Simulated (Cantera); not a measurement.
Input (Python, Cantera):

```python
import numpy as np
import cantera as ct

gas = ct.Solution("h2o2.yaml")
gas.TPX = 575, 500000, {'H2': 1, 'O2': 0.333, 'N2': 1.57}
flame = ct.FreeFlame(gas, width=0.013)
flame.set_refine_criteria(ratio=3, slope=0.08, curve=0.16)
flame.transport_model = "mixture-averaged"
flame.solve(loglevel=0, auto=True)
z, T = flame.grid, flame.T
thick = (T[-1] - T[0]) / np.gradient(T, z).max()
show = ['H2', 'O2', 'H2O', 'HO2', 'H', 'H2O2']
print(f"laminar burning velocity  {flame.velocity[0] * 100:.3f} cm/s")
print(f"burnt temperature         {T[-1]:.1f} K")
print(f"thermal thickness         {thick * 1e3:.4f} mm")
print(f"grid points               {len(z)}")
z0 = z[flame.heat_release_rate.argmax()]
print(f"{'z/mm':>9s}{'T/K':>9s}{'u/(m/s)':>9s}" + "".join(f"{s:>11s}" for s in show))
rows = []
for k in (-3, -2, -1.5, -1, -0.5, -0.25, 0, 0.25, 0.5, 1, 2, 4, 8):
    zz = z0 + k * thick
    rows.append([k * thick, np.interp(zz, z, T), np.interp(zz, z, flame.velocity),
                 *(np.interp(zz, z, flame.X[gas.species_index(s)]) for s in show)])
    print(f"{rows[-1][0] * 1e3:9.3f}{rows[-1][1]:9.1f}{rows[-1][2]:9.3f}" + "".join(f"{x:11.3e}" for x in rows[-1][3:]))
```

Output:

```
laminar burning velocity  678.993 cm/s
burnt temperature         2286.6 K
thermal thickness         0.0572 mm
grid points               108
     z/mm      T/K  u/(m/s)         H2         O2        H2O        HO2          H       H2O2
   -0.171    575.0    6.790  3.445e-01  1.147e-01  2.566e-10  4.049e-11  1.081e-14  5.720e-13
   -0.114    575.0    6.790  3.445e-01  1.147e-01  1.153e-08  2.272e-09  9.314e-13  3.331e-11
   -0.086    575.1    6.789  3.443e-01  1.147e-01  2.868e-07  7.502e-08  4.238e-11  1.148e-09
   -0.057    575.6    6.790  3.437e-01  1.148e-01  5.317e-06  1.773e-06  4.835e-09  2.837e-08
   -0.029    627.7    7.287  3.307e-01  1.156e-01  2.342e-03  5.688e-04  1.102e-04  1.837e-05
   -0.014    917.6   10.327  2.900e-01  1.069e-01  2.996e-02  6.044e-04  4.149e-03  5.838e-05
    0.000   1331.8   14.603  2.186e-01  7.520e-02  1.001e-01  2.769e-04  2.077e-02  1.677e-05
    0.014   1625.1   17.628  1.542e-01  3.483e-02  1.765e-01  1.159e-04  3.840e-02  3.735e-06
    0.029   1779.5   19.194  1.243e-01  1.361e-02  2.164e-01  4.323e-05  4.430e-02  2.131e-06
    0.057   1921.3   20.577  1.134e-01  3.198e-03  2.379e-01  9.921e-06  3.987e-02  1.143e-06
    0.114   2040.8   21.693  1.160e-01  1.191e-03  2.452e-01  3.827e-06  2.904e-02  6.021e-07
    0.229   2136.2   22.557  1.197e-01  5.485e-04  2.503e-01  1.807e-06  1.906e-02  3.186e-07
    0.457   2204.9   23.162  1.225e-01  2.123e-04  2.543e-01  7.148e-07  1.151e-02  1.586e-07
```

Model: the H2/O2 subset of GRI-Mech 3.0, which has no nitrogen chemistry, integrated in Cantera. The hydrogen kinetics of GRI-Mech 3.0 are dated; newer H2 mechanisms differ, most at raised pressure. Burning velocities carry a grid error of a few per cent, more on coarse grids.
